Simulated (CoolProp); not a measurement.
Vapour-liquid equilibrium of ethanol (1) + ethylbenzene (2) at 133 kPa; x and y are mole fractions of (1).

Model: multi-fluid Helmholtz-energy mixture model, Schroeder 2014 and Zhou 2012; pair parameters Bell 2016, in CoolProp.

### Question
Give the bubble temperature and the first vapour's composition at x = 0.05, 0.15, 0.45. Is there an azeotrope?

### Answer
x = 0.05: 392.7 K, y = 0.531; x = 0.15: 373.3 K, y = 0.761; x = 0.45: 362.8 K, y = 0.853. No azeotrope shows between x = 0.05 and 0.95.

The pair parameters rest on a limited set of measurements; away from them the model extrapolates. With so large a gap from Raoult's law the liquid may split in two, which this calculation doesn't test in full.
